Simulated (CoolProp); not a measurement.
R141b along the isotherm 446.3 K: Z from the reference equation and from simpler models built on Tc = 477.5 K, pc = 4.212 MPa, ω = 0.220; each cubic takes its own stable root.

The numbers come from the reference Helmholtz-energy equation of state, Lemmon 2006 in CoolProp. It is a short technical equation, of lower accuracy than the large ones.

| p (MPa) | phase | reference |
|---|---|---|
| 0.702 | gas | 0.9276 |
| 1.4 | gas | 0.8434 |
| 2.11 | gas | 0.7358 |
| 2.81 | liquid | 0.1050 |
| 3.51 | liquid | 0.1289 |
| 4.21 | liquid | 0.1523 |
| 4.91 | liquid | 0.1755 |
| 5.62 | liquid | 0.1986 |
| 6.32 | liquid | 0.2211 |
| 7.02 | liquid | 0.2434 |
| 7.72 | liquid | 0.2655 |
| 8.42 | liquid | 0.2874 |
| 9.13 | liquid | 0.3094 |
| 9.83 | liquid | 0.3309 |
| 10.5 | liquid | 0.3513 |

Question: How far does each simpler model (Redlich-Kwong, Soave-Redlich-Kwong, Peng-Robinson) lie from the reference over these 15 states: mean and median of the absolute difference, and the worst?

Answer: 
- Redlich-Kwong: mean 44.3 %, median 14.8 %, worst +481.3 % at 446.3 K and 2.81 MPa
- Soave-Redlich-Kwong: mean 11.5 %, median 12.6 %, worst +20.7 % at 446.3 K and 2.81 MPa
- Peng-Robinson: mean 2.1 %, median 1.4 %, worst +6.9 % at 446.3 K and 2.81 MPa

At some of these states Redlich-Kwong gives the other phase, because its saturation line lies elsewhere.
